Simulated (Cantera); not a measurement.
# Stirred combustor or abatement burner

A perfectly stirred reactor is fed with CH4 : C2H6 : O2 : N2 = 1 : 0.58 : 5.68 : 21.3 (molar parts), equivalence ratio 0.71, at 1.01 bar; it is adiabatic with a 650 K inlet, and is followed from long to short residence time, starting on the burning branch (τ in s: 0.066, 0.03, 0.014, 0.0063, 0.0029, 0.0013, 0.00061, 0.00028, 0.00013, 5.9e-05, 2.7e-05).

Cantera simulation using GRI-Mech 3.0 (53 species, 325 reactions); the numbers are that mechanism's predictions, not measurements.

```csv
τ (s),T (K),x CH4,x C2H6,x O2,x NO,x CH2CO,x CH3,x N2O
0.066,2121,2.32e-6,2.06e-7,0.0567,0.000619,2.03e-7,1.26e-6,3.38e-7
0.030,2113,4.26e-6,4.19e-7,0.0570,0.000379,4.38e-7,2.24e-6,3.70e-7
0.014,2099,7.32e-6,8.02e-7,0.0574,0.000244,8.88e-7,3.66e-6,3.96e-7
0.0063,2075,1.26e-5,1.54e-6,0.0579,0.000155,1.74e-6,5.93e-6,3.97e-7
0.0029,2044,2.16e-5,2.86e-6,0.0588,9.80e-5,3.10e-6,9.60e-6,3.70e-7
0.0013,2001,3.89e-5,5.43e-6,0.0600,6.12e-5,5.30e-6,1.63e-5,3.29e-7
0.00061,1950,7.11e-5,1.02e-5,0.0616,4.01e-5,8.47e-6,2.80e-5,2.88e-7
0.00028,1889,0.000143,2.06e-5,0.0642,2.60e-5,1.38e-5,5.19e-5,2.50e-7
0.00013,1818,0.000323,4.64e-5,0.0686,1.56e-5,2.45e-5,0.000106,2.14e-7
5.9e-5,1705,0.00121,0.000171,0.0804,5.94e-6,6.80e-5,0.000339,1.43e-7
2.7e-5,650,0.0350,0.0203,0.199,<1e-12,<1e-12,<1e-12,<1e-12
```
x: mole fraction; the columns are a selection and need not sum to one.
